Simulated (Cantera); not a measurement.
A perfectly stirred reactor is fed with C₃H₈ : O₂ : N₂ = 1 : 4.17 : 25 (molar parts), at 99000 Pa; it is adiabatic with a 323 K inlet, and is followed from long to short residence time, starting on the burning branch (τ in s: 0.1, 0.049, 0.023, 0.011, 0.0053, 0.0025, 0.0012, 0.00057, 0.00027, 0.00013, 6.1e-05).

Cantera simulation using GRI-Mech 3.0 (53 species, 325 reactions); the numbers are that mechanism's predictions, not measurements. GRI-Mech 3.0 was tuned for natural gas; its chemistry of propane as a main component is partial and can be far from experiment.

Q: Predict: blow-out, bracketed by the residence times tried; x(C₃H₈) at τ = 0.100 s; x(O₂) at τ = 0.100 s; x(O) at τ = 0.100 s; x(H) at τ = 0.100 s; x(HO₂) at τ = 0.100 s; x(C₃H₈) at τ = 2.50 ms; x(O₂) at τ = 2.50 ms; x(O) at τ = 2.50 ms; x(H) at τ = 2.50 ms; x(HO₂) at τ = 2.50 ms.

A: 
| Property | Value |
|---|---|
| blow-out, bracketed by the residence times tried | burning at 0.570 ms, out at 0.270 ms |
| x(C₃H₈) at τ = 0.100 s | 9.38e-7 |
| x(O₂) at τ = 0.100 s | 0.000188 |
| x(O) at τ = 0.100 s | 2.05e-5 |
| x(H) at τ = 0.100 s | 0.00107 |
| x(HO₂) at τ = 0.100 s | 7.48e-8 |
| x(C₃H₈) at τ = 2.50 ms | 1.37e-5 |
| x(O₂) at τ = 2.50 ms | 0.00227 |
| x(O) at τ = 2.50 ms | 0.000245 |
| x(H) at τ = 2.50 ms | 0.00355 |
| x(HO₂) at τ = 2.50 ms | 1.06e-6 |
